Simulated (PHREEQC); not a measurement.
Consider water at 25 °C with 0.0012 mol NH3, 8.8e-05 mol H4SiO4 and 0.005 mol (CH3)4NCl per kg of water. Closed to the air; pH follows from the charge balance.

Equilibrium calculation in PHREEQC: ion-association model, phreeqc.dat.

```csv
quantity,before,after
pH,10.04,6.82
ionic strength (mol/kgw),0.00518,0.00500
```

What was changed between the two runs?
A. H4SiO4 left out
B. H4SiO4 from 8.8e-05 to 9.68e-05 mol/kgw
C. H4SiO4 from 8.8e-05 to 7.92e-05 mol/kgw
D. NH3 left out
E. diluted 5-fold with water

D, NH3 left out

No solid was allowed to form. (CH3)4N+ isn't in the database: it is added as a free cation with an ion size of 4 Å.
